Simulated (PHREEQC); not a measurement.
**Acid rinse or clean: an equilibrium model**

Consider water at 75 °C and 100 atm with 1.5 mol/kgw HBr, 0.0011 mol/kgw AlCl3 and 0.0065 mol/kgw MnSO4. Closed to the air; pH follows from the charge balance.

All values are PHREEQC results (ion-association model, phreeqc.dat), not measurements.

Precipitation was switched off in this run.

Problem. What pH does the model give?

Solution. pH -0.03.

Problem. In which forms is S present?

Solution. HSO4- 98 %, SO4-2 2.3 % of the S.

Caution: at this ionic strength the ion-association model is outside its range; a Pitzer model would be the better tool where its parameters exist. Under pressure, the constants of complexes without a molar volume in the database are unreliable. At this temperature some constants are extrapolated from 25 °C, and those without enthalpy data are left unchanged.
